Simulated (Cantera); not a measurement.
Input: 1 mol Fe3O4, 0.64 mol CO, 1.9 mol H2, at 1925 K and 1000 Pa.

Equilibrium computed with Cantera from the NASA thermochemical tables; the gas is ideal and each condensed phase is pure. Candidate condensed phases: C, C6H6, C7H8, C8H18, Fe, Fe(CO)5, FeO, Fe(OH)2, Fe(OH)3, Fe2O3, Fe3O4, H2O; 114 gas species. The tables' stoichiometric FeO is somewhat more stable than real wüstite, so its field is too wide. FeO: taken at fixed stoichiometry. Kinetics and transport are ignored.

Base state: H2 0.384, H2O 0.353, CO 0.205, CO2 0.0438, Fe 0.00766, H 0.00592, OH 0.000470, FeO 0.000116 (mole fractions); condensed: FeO(l).

What changes in the equilibrium state with this change: Fe3O4 replaced by Cu2O?


```tsv
species	before	after
H2	0.384	0.311
H2O	0.353	0.276
Cu	0	0.208
CO2	0.0438	0.0339
CO	0.205	0.165
Fe	0.00766	0
Cu2	0	0.000660
FeO	0.000116	0
Fe(OH)2	9.80e-5	0
OH	0.000470	0.000409
H	0.00592	0.00533
FeO(l), mol	2.98	0
Cu(l), mol	0	1.32
```
Further candidate phases: Cu, CuO, Cu(OH)2, Cu2O.
